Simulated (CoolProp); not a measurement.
Aqueous methanol as a coolant, 13 % by mass, freezing at -8.9 °C, 1 atm.

Model: Melinder's fits for secondary coolants, in CoolProp.

```csv
T (°C),Prandtl number,conductivity (W/(m K)),viscosity (mPa s),cp (kJ/(kg K))
-3.6,27.4,0.490,3.20,4.199
1.2,22.2,0.497,2.63,4.196
6,18.3,0.503,2.20,4.193
10.8,15.3,0.510,1.86,4.189
15.6,12.9,0.516,1.60,4.183
20.4,11.1,0.522,1.38,4.177
25.2,9.58,0.528,1.21,4.170
30,8.35,0.534,1.07,4.162
34.8,7.34,0.540,0.954,4.153
39.6,6.50,0.545,0.855,4.143
```
